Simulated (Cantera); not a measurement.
A freely propagating, adiabatic, planar premixed flame of H₂ : O₂ : N₂ : H₂O = 1 : 0.294 : 0.912 : 0.038 (molar parts), unburnt at 300 K and 1.00 bar; mixture-averaged transport, grid criteria slope 0.08 and curve 0.16, no radiation.

Model: the H2/O2 subset of GRI-Mech 3.0, which has no nitrogen chemistry, integrated in Cantera. Burning velocities carry a grid error of a few per cent, more on coarse grids.

x: mole fraction of selected species; z is measured from the peak of heat release.

```
z (mm)   T (K)  u (m/s)   x H₂      x O₂       x H      x OH   x H₂O    x H₂O₂
-------  -----  -------  -----  --------  --------  --------  ------  --------
-0.918     300     3.59  0.446     0.131     <1e-8     <1e-8  0.0169     <1e-8
-0.612     300     3.59  0.446     0.131     <1e-8     <1e-8  0.0169     <1e-8
-0.459     300     3.59  0.446     0.131     <1e-8     <1e-8  0.0169     <1e-8
-0.306     300     3.60  0.446     0.131     <1e-8     <1e-8  0.0169     <1e-8
-0.153     307     3.67  0.443     0.132   6.48e-8   1.88e-6  0.0171   1.69e-6
-0.0765    484     5.63  0.421     0.131  0.000944  0.000794  0.0263  0.000118
0          955     10.7  0.350     0.111    0.0206   0.00133  0.0827   4.39e-5
0.0765    1320     14.6  0.253    0.0612    0.0569   0.00350   0.181   3.09e-6
0.153        ?     16.7      ?         ?    0.0784         ?       ?         ?
0.306     1687     18.4  0.171         ?    0.0779   0.00685   0.292         ?
0.612     1827     19.7  0.178   0.00147    0.0621   0.00730   0.298   4.64e-7
1.22      1958     20.9  0.186  0.000888    0.0456   0.00684   0.303   2.33e-7
2.45      2067     21.9  0.193  0.000465    0.0316   0.00567   0.309   1.19e-7
```

What belongs in the gaps?


- 0.153, T (K): 1523
- 0.153, x H₂: 0.192
- 0.153, x O₂: 0.0211
- 0.153, x OH: 0.00554
- 0.153, x H₂O: 0.256
- 0.153, x H₂O₂: 1.61e-6
- 0.306, x O₂: 0.00328
- 0.306, x H₂O₂: 8.73e-7
